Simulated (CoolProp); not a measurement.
A single-stage vapour-compression cycle with isohexane: evaporating at 296.15 K (dew point), condensing at 364.15 K (bubble point), superheat 0 K, subcooling 8 K, compressor efficiency 0.7, no pressure losses. Each further row changes one setting.

Computed with CoolProp (reference Helmholtz-energy equation of state, Lemmon 2006). It is a short technical equation, of lower accuracy than the large ones.

```
case                              cooling COP  pressure ratio  discharge temperature (K)  refrigerating effect (kJ/kg)  volumetric capacity (kJ/m³)
--------------------------------  -----------  --------------  -------------------------  ----------------------------  ---------------------------
as stated                                2.27            9.46                      364.1                           206                          191
evaporating temperature 301.15 K         2.58            7.70                      364.1                           214                          240
condensing temperature 359.15 K          2.55            8.29                      359.1                           218                          202
subcooling 13 K                          2.41            9.46                      364.1                           218                          202
superheat 10 K                           2.33            9.46                      364.1                           223                          199
compressor efficiency 0.6                1.95            9.46                      364.1                           206                          191
```

The compression ends wet for: as stated; evaporating temperature 301.15 K; condensing temperature 359.15 K; subcooling 13 K; superheat 10 K; compressor efficiency 0.6.
